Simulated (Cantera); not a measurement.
Standard-state values (1 bar) from the NASA 1993 polynomials, evaluated with Cantera. Values are per mole of reaction as written; species without (g) are pure solids or liquids, kept so even where they would boil at 1 bar.

2 P₂(g) + 6 H₂O(g) ⇌ 4 PH₃(g) + 3 O₂(g), with ΔH° = 1185.3 kJ and ΔS° = -112.8 J/K at 300 K.

How far is the shortcut ΔG° ≈ ΔH°(300 K) − T·ΔS°(300 K) from the full temperature-dependent value at 1798, 1998, 2198, 2398, 2598, 2798 K?


```
T (K)  shortcut (kJ)  full (kJ)  difference (kJ)  difference in log10 K
-----  -------------  ---------  ---------------  ---------------------
1798          1388.1     1374.9             13.2                  -0.38
1998          1410.7     1390.9             19.7                  -0.52
2198          1433.2     1406.3             27.0                  -0.64
2398          1455.8     1421.0             34.8                  -0.76
2598          1478.4     1435.2             43.2                  -0.87
2798          1500.9     1448.9             52.0                  -0.97
```
The shortcut ignores the heat-capacity change of the reaction.
